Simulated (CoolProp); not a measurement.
Vapour-liquid equilibrium of R22 (1) + R113 (2) at 4.08 bar; x and y are mole fractions of (1).

Model: multi-fluid Helmholtz-energy mixture model, Kamei 1995 and Marx 1992; pair parameters Bell 2016, in CoolProp.

```
x     bubble temperature (°C)  y at the bubble point  dew temperature at overall composition x (°C)  liquid density (mol/L)
----  -----------------------  ---------------------  ---------------------------------------------  ----------------------
0.05                     79.7                  0.360                                           95.0                       ?
0.15                     52.3                      ?                                           90.4                   8.505
0.25                     34.5                  0.865                                           85.5                       ?
0.35                     22.9                  0.922                                           80.2                   9.811
0.45                     15.1                  0.950                                           74.3                   10.45
0.55                      9.5                  0.966                                           67.5                   11.11
0.65                      5.2                      ?                                              ?                       ?
0.75                      1.7                  0.984                                              ?                   12.61
0.85                     -1.4                  0.991                                           36.8                   13.49
0.95                     -4.5                  0.997                                           15.0                   14.49
```

Question: Complete the blanks.

Answer: 
- 0.05, liquid density (mol/L): 7.757
- 0.15, y at the bubble point: 0.728
- 0.25, liquid density (mol/L): 9.175
- 0.65, y at the bubble point: 0.976
- 0.65, dew temperature at overall composition x (°C): 59.6
- 0.65, liquid density (mol/L): 11.83
- 0.75, dew temperature at overall composition x (°C): 49.9

No azeotrope shows between x = 0.05 and 0.95.

Pair parameters are fitted to limited data, so mixtures are less certain than the pure fluids. The gap from Raoult's law changes sign with composition, which may be real or a fault of the pair parameters; it wasn't checked against measurements.
